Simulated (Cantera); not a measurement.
Feed: 1 mol Si, 0.87 mol Cl2, 3 mol H2, at 3.20 bar.

Cantera equilibrium calculation (NASA polynomials, part measured and part estimated; ideal gas, pure solids and liquids). Candidate condensed phases: Si; 19 gas species. Equilibrium is a limit: real reactors are often held back by kinetics, nucleation or transport.

Over these rows the condensed part is Si(s). Partial pressures as log10 of bar:

```tsv
T (K)	1000/T (1/K)	log p SiCl2	log p H2	log p SiCl4	log p SiHCl3
848	1.1792	-4.89	0.44	-0.60	-0.69
898	1.1136	-4.34	0.44	-0.60	-0.70
948	1.0549	?	0.43	-0.60	-0.71
998	1.0020	-3.42	0.43	-0.60	-0.72
1048	0.9542	-3.03	0.43	-0.60	-0.73
1098	0.9107	-2.68	0.43	-0.61	-0.74
```

Problem. Fit log p(SiCl2) = a + b·(1000/T) to the five rows, give the apparent enthalpy, and predict the row at 948 K.

Solution. Means: 1000/T = 1.0319, log p = -3.672. Sxy = -0.411636, Sxx = 0.0499929, so b = -8.23 and a = -3.672 − (-8.23)×1.0319 = 4.82.
Apparent enthalpy: −19.145 × (-8.23) = 158 kJ/mol. With the condensed phases at unit activity, 1/2 Si(s) + 1/2 SiCl4(g) = SiCl2(g) links this pressure to the main gases: over the six rows their terms move log p by -0.01 in all, so the slope is close to that reaction's ΔH°. The five rows lie within 0.01 of the line.
Prediction at 948 K: 4.82 + (-8.23)×1.0549 = -3.86. The computed value is -3.86, 0.00 from the line.
